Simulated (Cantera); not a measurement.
Input: 1 mol n-butane, 0.84 mol H2, 1.8 mol N2, equilibrated at 32.0 bar.

These are equilibrium values from Cantera (NASA tables, ideal gas, pure condensed phases), not measurements of a reactor. Candidate condensed phases: C, C6H6, C7H8, C8H18; 110 gas species. Ions and electrons are included (thermal ionisation). The ideal-gas law is rough above about 30 bar. Equilibrium is a limit: real reactors are often held back by kinetics, nucleation or transport.

Q: Which condensed phases are stable at each of these points (T (°C)): 1727, 2227, 2727, 3227, 3727, 4227, 4727?

A: 
```tsv
T (°C)	condensed phases	C condensed (%)
1727	C(graphite)	97.0
2227	C(graphite)	90.3
2727	C(graphite)	66.4
3227	C(graphite)	15.1
3727	gas only	0.0
4227	gas only	0.0
4727	gas only	0.0
```

From 1727 °C to 3227 °C the condensed part is C(graphite). From 3727 °C to 4727 °C nothing is condensed.
